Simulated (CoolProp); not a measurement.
Vapour-liquid equilibrium of CH2F2 (R32) (1) + n-butane (2) at 8.95 °C; x and y are mole fractions of (1).

The numbers come from the multi-fluid Helmholtz-energy mixture model, Tillner-Roth 1997 and Bücker 2006; pair parameters Bell 2016 in CoolProp.

| x | bubble pressure, mixture model (bar) | bubble pressure, Raoult's law (bar) | y, mixture model | y, Raoult's law |
|---|---|---|---|---|
| 0.05 | 3.700 | 1.896 | 0.605 | 0.283 |
| 0.125 | 6.211 | 2.593 | 0.763 | 0.517 |
| 0.2 | 7.841 | 3.290 | 0.813 | 0.652 |
| 0.275 | 8.824 | 3.988 | 0.836 | 0.740 |
| 0.35 | 9.378 | 4.685 | 0.848 | 0.801 |
| 0.425 | … | 5.382 | … | 0.847 |
| 0.5 | 9.850 | 6.079 | 0.858 | 0.882 |
| 0.575 | … | 6.777 | 0.862 | 0.910 |
| 0.65 | 10.10 | 7.474 | 0.867 | 0.933 |
| 0.725 | 10.26 | 8.171 | 0.874 | 0.952 |
| 0.8 | 10.44 | 8.868 | 0.887 | 0.968 |
| 0.875 | 10.63 | 9.566 | 0.911 | 0.981 |
| 0.95 | 10.76 | 10.26 | 0.953 | 0.993 |

Fill in the missing entries.


- 0.425, bubble pressure, mixture model (bar): 9.679
- 0.425, y, mixture model: 0.854
- 0.575, bubble pressure, mixture model (bar): 9.975

The largest gap from Raoult's law is +139.5 % in bubble pressure, at x = 0.125. No azeotrope shows between x = 0.05 and 0.95.

The pair parameters rest on a limited set of measurements; away from them the model extrapolates. With so large a gap from Raoult's law the liquid may split in two, which this calculation doesn't test in full.
